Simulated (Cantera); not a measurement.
A closed system holds: 1 mol C, 0.03 mol O₂, 31 mol H₂, equilibrated at 2375 K and 10.0 mbar.

These are equilibrium values from Cantera (NASA tables, ideal gas, pure condensed phases), not measurements of a reactor. Candidate condensed phases: C, C₆H₆, C₇H₈, C₈H₁₈, H₂O; 110 gas species. Equilibrium is a limit: real reactors are often held back by kinetics, nucleation or transport.

Base state: H₂ 0.862, H 0.131, C₂H₂ (acetylene) 0.00535, CO 0.00181, C₂H 4.41e-5, C₄H₂ 1.37e-5 (mole fractions); condensed: C(graphite).

Task: What changes in the equilibrium state with this change: temperature from 2375 K to 1048.15 K?

Result: 
```csv
species,before,after
H₂,0.862,0.997
CO,0.00181,0.00193
CH₄,1.38e-6,0.000580
H,0.131,7.74e-8
C₂H₂ (acetylene),0.00535,3.94e-9
C₂H,4.41e-5,<1e-9
C₄H₂,1.37e-5,<1e-9
"C(graphite), mol",0.578,0.922
```
